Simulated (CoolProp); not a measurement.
The numbers come from the reference Helmholtz-energy equation of state, de Reuck 1993 in CoolProp.

**Question.** For methanol, give the phase and the cp (kJ/(kg K)), speed of sound (m/s) at 299.35 °C and 0.155 MPa; 159.35 °C and 1.78 MPa; 249.55 °C and 0.39 MPa.

**Answer.** 
- 299.35 °C and 0.155 MPa: gas; cp 2.05, speed of sound 411
- 159.35 °C and 1.78 MPa: liquid; cp 4.01, speed of sound 646
- 249.55 °C and 0.39 MPa: gas; cp 1.99, speed of sound 392
